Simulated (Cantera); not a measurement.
Input (Python, Cantera) and output of one run.

```python
import numpy as np
import cantera as ct

gas_names = """
    H HO2 H2 H2O H2O2 Mg MgH MgO MgOH MgO2H2 Mg2 O OH O2 O3 Ti TiO TiO2
""".split()
cond_names = """
    H2O(s) H2O(L) Mg(cr) Mg(L) MgO(s) MgO(L) MgO2H2(s) MgTiO3(s) MgTiO3(L) MgTi2O5(s) MgTi2O5(L)
    Mg2TiO4(s) Mg2TiO4(L) Ti(a) Ti(b) Ti(L) TiO(a) TiO(b) TiO(L) TiO2(ru) TiO2(L) Ti2O3(a) Ti2O3(b)
    Ti2O3(L) Ti3O5(a) Ti3O5(b) Ti3O5(L) Ti4O7(s) Ti4O7(L)
""".split()


# ... load() reads the species with a 1 bar reference pressure and builds the phases ...
atoms = {
    'TiO2': {'Ti': 1, 'O': 2},
    'MgO': {'Mg': 1, 'O': 1},
    'O2': {'O': 2},
    'H2O': {'H': 2, 'O': 1},
}
top_T = {}  # K; cautious upper limits of use, not melting points


# ... equilibrate(T, P, feed) seeds the gas with the atoms and calls Mixture.equilibrate('TP', solver="vcs", rtol=1e-11, max_steps=5000) ...
results = []
feed = {'TiO2': 1, 'MgO': 0.24, 'O2': 1.7, 'H2O': 0.00048}  # mol
P = 13332.2  # Pa
for T in [748, 848, 948, 1048, 1148, 1248, 1348, 1448, 1548, 1648, 1748, 1848, 1948]:
    mix = equilibrate(T, P, feed)
    results.append((T, P, feed, dict(zip(mix.species_names, mix.species_moles))))

top = {s: max(r[3][s] / sum(r[3][g] for g in gas_names) for r in results) for s in gas_names}
cols = sorted((s for s in top if top[s] > 1e-05), key=lambda s: -top[s])[:7]
seen = [c for c in cond_names if any(r[3].get(c, 0) > 1e-12 for r in results)]
print("log10 of partial pressures in bar; condensed amounts in mol")
print(f"{'T/K':>10s}" + "".join(f"{s[:9]:>10s}" for s in cols + seen))
for T, P, feed, n in results:
    ng = sum(n[g] for g in gas_names)
    print(f"{T:10.4g}" + "".join(f"{np.log10(max(n[s] / ng * P / 1e5, 1e-99)):10.3f}" for s in cols)
          + "".join(f"{n.get(c, 0):10.4g}" for c in seen))
```

Output:

```
log10 of partial pressures in bar; condensed amounts in mol
       T/K        O2         O       H2O        OH MgTiO3(s) MgTi2O5(s  TiO2(ru)
       748    -0.875   -14.679    -4.424   -11.557      0.24         0      0.76
       848    -0.875   -12.604    -4.424   -10.221         0      0.24      0.52
       948    -0.875   -10.965    -4.424    -9.167         0      0.24      0.52
      1048    -0.875    -9.636    -4.424    -8.312         0      0.24      0.52
      1148    -0.875    -8.538    -4.425    -7.606         0      0.24      0.52
      1248    -0.875    -7.614    -4.425    -7.013         0      0.24      0.52
      1348    -0.875    -6.827    -4.426    -6.508         0      0.24      0.52
      1448    -0.875    -6.147    -4.429    -6.074         0      0.24      0.52
      1548    -0.875    -5.555    -4.436    -5.698         0      0.24      0.52
      1648    -0.875    -5.034    -4.450    -5.372         0      0.24      0.52
      1748    -0.875    -4.572    -4.474    -5.089         0      0.24      0.52
      1848    -0.875    -4.160    -4.516    -4.846         0      0.24      0.52
      1948    -0.876    -3.790    -4.583    -4.643         0      0.24      0.52
```

Method: chemical equilibrium by Gibbs-energy minimisation in Cantera with the NASA 1993 tables (ideal gas, pure condensed phases). Mutual solubility and eutectic melting of coexisting phases are not modelled. Condensed phases not in the tables: alloys, solid solutions and most ternary compounds.
